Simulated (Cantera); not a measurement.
What does this Cantera script print?

```python
import numpy as np
import cantera as ct

gas_names = """
    Cu CuF CuF2 CuO Cu2 F FO FO2 F2 F2O N NF NF2 NF3 NO NO2 NO3 N2 N2O O O2 O3
""".split()
cond_names = """
    Cu(cr) Cu(L) CuF2(s) CuF2(L) CuO(s) Cu2O(s) Cu2O(L)
""".split()


def load(file, names, dense=False):
    # The tables refer to 1 bar. Condensed volumes are neglected.
    table = {s.name: s for s in ct.Species.list_from_file(file)}
    out = []
    for n in names:
        d = dict(table[n].input_data)
        d["thermo"] = dict(d["thermo"], **{"reference-pressure": 1e5})
        if dense:
            d["equation-of-state"] = {"model": "constant-volume", "density": "1e6 g/cm^3"}
        out.append(ct.Species.from_dict(d))
    return out


gas = ct.Solution(thermo="ideal-gas", species=load("nasa_gas.yaml", gas_names))
cond = {s.name: ct.Solution(thermo="fixed-stoichiometry", species=[s], name=s.name)
        for s in load("nasa_condensed.yaml", cond_names, dense=True)}
atoms = {
    'CuO': {'Cu': 1, 'O': 1},
    'F2': {'F': 2},
    'N2': {'N': 2},
}
top_T = {'CuO(s)': 1390}  # K; cautious upper limits of use, not melting points


def equilibrate(T, P, feed):
    n = {}
    for name, mol in feed.items():
        for a, k in atoms[name].items():
            n[a] = n.get(a, 0.0) + k * mol
    gas.TPX = T, P, n
    mass = sum(n.values()) * gas.mean_molecular_weight
    gas.equilibrate("TP")
    valid = [c for c in cond.values() if c.min_temp <= T <= top_T.get(c.name, c.max_temp)]
    mix = ct.Mixture([(gas, mass / gas.mean_molecular_weight)] + [(c, 0.0) for c in valid])
    mix.T, mix.P = T, P
    mix.equilibrate("TP", solver="vcs", rtol=1e-11, max_steps=5000)
    return mix


results = []
T = 1548  # K
P = 490  # Pa
for m in [0.83, 2.7, 4.6, 6.5, 8.3, 10, 12, 14, 16, 18, 20]:
    feed = {'CuO': 1, 'F2': m, 'N2': 8.5}  # mol
    mix = equilibrate(T, P, feed)
    results.append((T, P, feed, dict(zip(mix.species_names, mix.species_moles))))
    x = sorted(zip(gas.X, gas.species_names), reverse=True)
    print(f"T = {T:g} K  P = {P:g} Pa  n(F2) = {m:g} mol  gas = {mix.phase_moles(0):.4g} mol")
    print("   x: " + "  ".join(f"{s} {v:.3e}" for v, s in x if v > 0.0001))
    print("   condensed (mol): " + ("  ".join(f"{mix.phase(i).name} {mix.phase_moles(i):.4g}"
          for i in range(1, mix.n_phases) if mix.phase_moles(i) > 1e-12) or "none"))
```

It prints:

```
T = 1548 K  P = 490 Pa  n(F2) = 0.83 mol  gas = 10.04 mol
   x: N2 8.460e-01  CuF2 6.152e-02  O2 4.939e-02  CuF 3.805e-02  F 4.200e-03  NO 7.720e-04
   condensed (mol): none
T = 1548 K  P = 490 Pa  n(F2) = 2.7 mol  gas = 13.41 mol
   x: N2 6.336e-01  F 2.542e-01  CuF2 7.382e-02  O2 3.699e-02  CuF 7.543e-04  NO 5.781e-04
   condensed (mol): none
T = 1548 K  P = 490 Pa  n(F2) = 4.6 mol  gas = 17.2 mol
   x: N2 4.938e-01  F 4.187e-01  CuF2 5.776e-02  O2 2.883e-02  NO 4.506e-04  CuF 3.584e-04
   condensed (mol): none
T = 1548 K  P = 490 Pa  n(F2) = 6.5 mol  gas = 21 mol
   x: F 5.237e-01  N2 4.045e-01  CuF2 4.738e-02  O2 2.361e-02  NO 3.691e-04  CuF 2.350e-04  F2 1.194e-04
   condensed (mol): none
T = 1548 K  P = 490 Pa  n(F2) = 8.3 mol  gas = 24.6 mol
   x: F 5.933e-01  N2 3.454e-01  CuF2 4.047e-02  O2 2.016e-02  NO 3.151e-04  CuF 1.772e-04  F2 1.532e-04
   condensed (mol): none
T = 1548 K  P = 490 Pa  n(F2) = 10 mol  gas = 28 mol
   x: F 6.427e-01  N2 3.034e-01  CuF2 3.557e-02  O2 1.771e-02  NO 2.768e-04  F2 1.797e-04  CuF 1.438e-04
   condensed (mol): none
T = 1548 K  P = 490 Pa  n(F2) = 12 mol  gas = 32 mol
   x: F 6.873e-01  N2 2.655e-01  CuF2 3.113e-02  O2 1.550e-02  NO 2.422e-04  F2 2.055e-04  CuF 1.177e-04
   condensed (mol): none
T = 1548 K  P = 490 Pa  n(F2) = 14 mol  gas = 36 mol
   x: F 7.220e-01  N2 2.360e-01  CuF2 2.768e-02  O2 1.378e-02  F2 2.268e-04  NO 2.153e-04
   condensed (mol): none
T = 1548 K  P = 490 Pa  n(F2) = 16 mol  gas = 39.99 mol
   x: F 7.497e-01  N2 2.124e-01  CuF2 2.492e-02  O2 1.240e-02  F2 2.446e-04  NO 1.938e-04
   condensed (mol): none
T = 1548 K  P = 490 Pa  n(F2) = 18 mol  gas = 43.99 mol
   x: F 7.724e-01  N2 1.931e-01  CuF2 2.266e-02  O2 1.127e-02  F2 2.596e-04  NO 1.762e-04
   condensed (mol): none
T = 1548 K  P = 490 Pa  n(F2) = 20 mol  gas = 47.99 mol
   x: F 7.913e-01  N2 1.770e-01  CuF2 2.077e-02  O2 1.033e-02  F2 2.725e-04  NO 1.615e-04
   condensed (mol): none
```

Cantera equilibrium calculation (NASA polynomials, part measured and part estimated; ideal gas, pure solids and liquids).
